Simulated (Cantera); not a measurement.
Transport properties of process gases

Gas mixture: 34.4 % NH3, 65.6 % H2O, at 100.0 Torr, frozen composition.

Cantera's kinetic-theory transport with the Lennard-Jones parameters of GRI-Mech 3.0, ideal gas; thermal conductivity in the mixture-averaged form. Polar gases are described roughly by these parameters. The composition is frozen, though it would react at the higher temperatures.

```
T (K)  ρ (kg/m³)  cp (J/kg/K)  μ (µPa s)  λ (mW/m/K)     Pr  D (cm²/s) H2O  D (cm²/s) N2  D (cm²/s) OH
-----  ---------  -----------  ---------  ----------  -----  -------------  ------------  ------------
400       0.0709         2024       14.0        39.4  0.717           2.67          2.97          4.72
650       0.0436         2283       23.1        73.0  0.723           7.18          7.27          11.3
900       0.0315         2532       31.9         112  0.722           13.6          12.9          20.0
1150      0.0246         2771       40.3         154  0.726           21.8          19.7          30.4
1400      0.0202         2975       48.1         196  0.730           31.5          27.6          42.4
1650      0.0172         3147       55.4         238  0.732           42.6          36.4          55.8
1900      0.0149         3289       62.4         280  0.734           55.0          46.2          70.7
2150      0.0132         3405       68.9         319  0.735           68.5          56.8          86.9
2400      0.0118         3498       75.1         357  0.735           83.2          68.3           104
```
D: mixture-averaged diffusion coefficient of that species in the mixture.
